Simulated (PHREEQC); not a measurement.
1 kg of water holding 0.014 mol/kgw KCl, 0.018 mol/kgw NaBr, 0.0033 mol/kgw MgBr2, 8e-05 mol/kgw CaSO4 and 0.023 mol/kgw NaCl is evaporated at 30 °C; the solids stay in contact with the brine. The system is closed to CO2. Only these solids could form: Arcanite, Bischofite, Bloedite, Brucite, Carnallite, Epsomite, Glaserite, Glauberite, Gypsum, Anhydrite, Halite, Hexahydrite, Kainite, Kieserite, Leonite, Mirabilite, Misenite, Polyhalite, Portlandite, Schoenite, Sylvite, Syngenite, Thenardite, MgCl2_4H2O.

The series has 26 steps of water left (kg), from 1 to 0.007426.

Model: Pitzer model, pitzer.dat, run in PHREEQC.

Question: Which solids form, in which order, and at which step of the series does each first stand?

Answer: Halite from water left = 0.007426 kg.
